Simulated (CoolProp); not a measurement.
Normal hydrogen at 298.15 K and 2.72 MPa is throttled through a valve to 0.0577 MPa with no heat exchange. Each further row changes one setting.

Computed with CoolProp (reference Helmholtz-energy equation of state, Leachman 2009).

```csv
case,final density (kg/m³)
as stated,___
outlet pressure 0.0173 MPa,___
outlet pressure 0.075 MPa,___
```

Task: Complete the blanks.

Result: 
- as stated, final density (kg/m³): 0.0468
- outlet pressure 0.0173 MPa, final density (kg/m³): 0.0140
- outlet pressure 0.075 MPa, final density (kg/m³): 0.0608
